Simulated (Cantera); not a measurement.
Equilibrium for aluminium nitride and oxide growth: Al + N2O + N2

Feed: 1 mol Al, 18 mol N2O, 1.7 mol N2, at 1473.15 K and 7.50 Torr.

Method: chemical equilibrium by Gibbs-energy minimisation in Cantera with the NASA 1993 tables (ideal gas, pure condensed phases). Candidate condensed phases: Al, AlN, Al2O3; 16 gas species. The numbers say what is thermodynamically allowed, not how fast it happens.

- x(N2): 0.704
- x(O2): 0.295
- x(NO): 0.00120
- x(O): 1.52e-5
- n(Al2O3(s)): 0.500 mol
- gas amount: 27.95 mol
- log10 activity of Al(l) (absent): -19.47
